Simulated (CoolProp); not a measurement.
Properties of cyclopentane along the isotherm 525.4 K.

Model: reference Helmholtz-energy equation of state, Gedanitz 2015, in CoolProp.

```tsv
p (MPa)	phase	cp (kJ/(kg K))	isothermal compressibility (1/MPa)	expansivity (1/kK)	conductivity (mW/(m K))	fugacity coefficient
0.0362	gas	2.263	27.70	1.919	39.1	0.9974
0.0564	gas	2.265	17.80	1.929	39.1	0.9960
0.0878	gas	2.266	11.46	1.943	39.2	0.9938
0.137	gas	2.269	7.372	1.966	39.4	0.9903
0.213	gas	2.273	4.768	2.001	39.6	0.9850
0.332	gas	2.281	3.087	2.060	39.9	0.9766
0.516	gas	2.292	2.015	2.156	40.4	0.9637
0.804	gas	2.312	1.325	2.321	41.2	0.9437
1.25	gas	2.349	0.8877	2.621	42.6	0.9131
1.95	gas	2.424	0.6150	3.248	44.7	0.8656
3.03	gas	2.627	0.4696	4.933	48.6	0.7935
4.73	supercritical	4.256	0.6046	18.33	60.2	0.6790
7.36	supercritical	3.739	0.06178	8.507	69.5	0.5034
11.5	supercritical	3.063	0.01830	3.679	75.0	0.3725
```

The peak of cp marks the crossing from liquid-like to gas-like fluid above the critical point.

Thermal conductivity comes from a separate model (Vassiliou 2015).
